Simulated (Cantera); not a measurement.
Premixed flame

A freely propagating, adiabatic, planar premixed flame of CH₃OH : O₂ : N₂ = 1 : 1.15 : 3.46 (molar parts), equivalence ratio 1.3, unburnt at 475 K and 750 Torr; multicomponent transport, grid criteria slope 0.08 and curve 0.16, no radiation.

Cantera simulation using GRI-Mech 3.0 (53 species, 325 reactions); the numbers are that mechanism's predictions, not measurements. GRI-Mech 3.0 was tuned for natural gas; its chemistry of methanol as a main component is partial and can be far from experiment. Burning velocities carry a grid error of a few per cent, more on coarse grids.

```tsv
z (mm)	T (K)	u (m/s)	x CH₃OH	x O₂	x O	x CO₂	x N₂O	x C₂H₆
-0.631	475	1.33	0.178	0.204	<1e-8	1.26e-7	<1e-8	<1e-8
-0.421	477	1.35	0.177	0.203	<1e-8	2.46e-6	<1e-8	<1e-8
-0.315	484	1.38	0.175	0.201	<1e-8	2.02e-5	<1e-8	<1e-8
-0.210	546	1.58	0.169	0.193	<1e-8	0.000263	<1e-8	2.47e-8
-0.105	934	2.85	0.129	0.155	1.75e-7	0.00355	<1e-8	3.87e-7
-0.0526	1348	4.30	0.0720	0.112	1.39e-5	0.00955	2.26e-8	1.07e-6
0	1766	5.89	0.0123	0.0684	0.000439	0.0201	4.36e-8	1.38e-6
0.0526	1923	6.48	0.000264	0.0405	0.00213	0.0330	4.54e-8	1.62e-7
0.105	1968	6.62	1.40e-6	0.0238	0.00337	0.0456	4.32e-8	<1e-8
0.210	2019	6.74	<1e-8	0.0118	0.00380	0.0629	4.06e-8	<1e-8
0.421	2078	6.88	<1e-8	0.00766	0.00322	0.0748	3.69e-8	<1e-8
0.841	2147	7.07	<1e-8	0.00562	0.00237	0.0783	3.45e-8	<1e-8
1.68	2221	7.28	<1e-8	0.00372	0.00148	0.0795	3.27e-8	<1e-8
```
x: mole fraction of selected species; z is measured from the peak of heat release.

The laminar burning velocity is 133 cm/s and the thermal thickness is 0.210 mm. The peak x(O) comes out as 0.00381 and the peak x(C₂H₆) is 1.53e-6. The grid points is 148.
